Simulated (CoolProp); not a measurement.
A simple Rankine cycle with cyclopentane: condensing at 296.15 K, boiler at 0.489 MPa, turbine inlet 395 K, turbine efficiency 0.65, pump efficiency 0.8, no recuperator. Each further row changes one setting.

Values from CoolProp's reference Helmholtz-energy equation of state, Gedanitz 2015.

```
case                             thermal efficiency (%)  net work (kJ/kg)  heat in (kJ/kg)  turbine exit temperature (K)  volume ratio over the turbine
-------------------------------  ----------------------  ----------------  ---------------  ----------------------------  -----------------------------
as stated                                          12.2              65.5              536                         343.8                           11.9
turbine inlet 415 K                                12.2              70.0                ?                         365.2                           11.8
condensing temperature 288.15 K                    13.3              73.4                ?                         338.0                           16.3
boiler pressure 0.342 MPa                          10.7              58.1                ?                             ?                              ?
turbine efficiency 0.55                               ?                 ?              536                         350.9                           12.1
```

### Question
What belongs in the gaps?

### Answer

- turbine inlet 415 K, heat in (kJ/kg): 572
- condensing temperature 288.15 K, heat in (kJ/kg): 550
- boiler pressure 0.342 MPa, heat in (kJ/kg): 541
- boiler pressure 0.342 MPa, turbine exit temperature (K): 352.3
- boiler pressure 0.342 MPa, volume ratio over the turbine: 8.25
- turbine efficiency 0.55, thermal efficiency (%): 10.3
- turbine efficiency 0.55, net work (kJ/kg): 55.3
